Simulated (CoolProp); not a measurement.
Ethylene at several states: Z from the reference equation and from simpler models built on Tc = 282.4 K, pc = 5.042 MPa, ω = 0.087; each cubic takes its own stable root.

Values from CoolProp's reference Helmholtz-energy equation of state, Smukala 2000.

```tsv
T (K)	p (MPa)	phase	reference	van der Waals	Redlich-Kwong
154.8	2.36	liquid	0.08719	0.1329	0.09017
426.2	13.8	supercritical	0.8157	0.7580	0.8083
173.9	17.4	liquid	0.5843	0.8629	0.6022
```
